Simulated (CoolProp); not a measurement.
2000 sccm (0 °C, 1 atm) of nitrogen bubbles through liquid o-xylene at 294.5 K and leaves saturated at a total pressure of 0.0176 MPa (ideal gas phase). Each further row changes one setting.

Values from CoolProp's reference Helmholtz-energy equation of state, Zhou 2012.

| case | vapour pressure (kPa) | mole fraction of vapour | delivery (mg/min) | delivery (sccm) | change of delivery for a bath 1 K warmer (%) |
|---|---|---|---|---|---|
| as stated | 0.721 | 0.0409 | [?] | [?] | 6.5 |
| bath temperature 299.5 K | [?] | 0.0551 | 552 | 117 | 6.3 |
| total pressure 0.0352 MPa | 0.721 | [?] | [?] | 41.8 | [?] |

Problem. Some entries are withheld; supply them.

Solution. 
- as stated, delivery (mg/min): 404
- as stated, delivery (sccm): 85.4
- bath temperature 299.5 K, vapour pressure (kPa): 0.970
- total pressure 0.0352 MPa, mole fraction of vapour: 0.0205
- total pressure 0.0352 MPa, delivery (mg/min): 198
- total pressure 0.0352 MPa, change of delivery for a bath 1 K warmer (%): 6.4
